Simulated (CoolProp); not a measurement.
Vapour pressure (kPa) of methane: the reference equation beside estimates from Tc = -82.6 °C, pc = 4599 kPa, ω = 0.011. Clausius-Clapeyron is anchored at -120.55 °C with a constant enthalpy of vaporisation of 6.465 kJ/mol.

Values from CoolProp's reference Helmholtz-energy equation of state, Setzmann 1991.

```csv
T (°C),reference,Lee-Kesler,Clausius-Clapeyron,van der Waals,Peng-Robinson
-133.05,___,645.6,741.1,1179,___
-130.95,717.2,718.6,804.4,1268,721.6
-128.95,791.9,793.5,867.7,1356,796.8
-126.85,876.1,877.9,937.6,1453,881.8
-124.75,966.6,968.6,1011,1555,973.1
-122.65,1064,1066,1087,1661,1071
-120.55,1168,1170,1168,1771,1176
-118.55,1273,___,1247,1880,1282
-116.45,1391,1393,1334,2000,1402
-114.35,___,1518,1425,2124,1528
-112.25,1650,1652,1519,2252,1663
-110.25,1785,1786,1611,2379,1800
-108.15,1935,___,1712,2517,___
-106.05,2094,2094,1817,2660,2111
```

### Question
Some entries are withheld; supply them.

### Answer

- -133.05, reference: 644.5
- -133.05, Peng-Robinson: 648.4
- -118.55, Lee-Kesler: 1275
- -114.35, reference: 1517
- -108.15, Lee-Kesler: 1936
- -108.15, Peng-Robinson: 1951

Absolute difference from the reference over all 14 rows, mean and median: Lee-Kesler 0.1 and 0.2 %, Clausius-Clapeyron 7.5 and 7.5 %, van der Waals 51.7 and 49.7 %, Peng-Robinson 0.7 and 0.7 %.
